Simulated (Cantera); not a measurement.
A freely propagating, adiabatic, planar premixed flame of 11.7 % CH₄, 15.2 % O₂, 73.2 % N₂, equivalence ratio 1.5, unburnt at 575 K and 31000 Pa; mixture-averaged transport, grid criteria slope 0.08 and curve 0.16, no radiation.

Model: GRI-Mech 3.0 (53 species, 325 reactions), integrated in Cantera. Burning velocities carry a grid error of a few per cent, more on coarse grids.

### Question
Predict: laminar burning velocity; thermal thickness; peak x(H₂O₂); peak x(H₂); peak x(HCN); peak x(CH₃).

### Answer
- laminar burning velocity: 33.2 cm/s
- thermal thickness: 2.92 mm
- peak x(H₂O₂): 5.07e-6
- peak x(H₂): 0.0777
- peak x(HCN): 5.10e-5
- peak x(CH₃): 0.00255
